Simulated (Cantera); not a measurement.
Charge: 1 mol Si₃N₄, 11 mol HCl, 78 mol H₂, held at 3000 Pa.

Cantera equilibrium calculation (NASA polynomials, part measured and part estimated; ideal gas, pure solids and liquids). Candidate condensed phases: NH₄Cl, Si, Si₃N₄; 28 gas species. The tables' values for SiCl₃ are old estimates; treat these amounts as uncertain. Equilibrium is a limit: real reactors are often held back by kinetics, nucleation or transport.

Task: At 877 °C, list the 5 most abundant gas species with their mole fractions, and the condensed phases.

Result: H₂ 0.880, HCl 0.117, SiCl₄ 0.00127, N₂ 0.00112, SiHCl₃ 0.000193. Condensed: Si₃N₄(s).
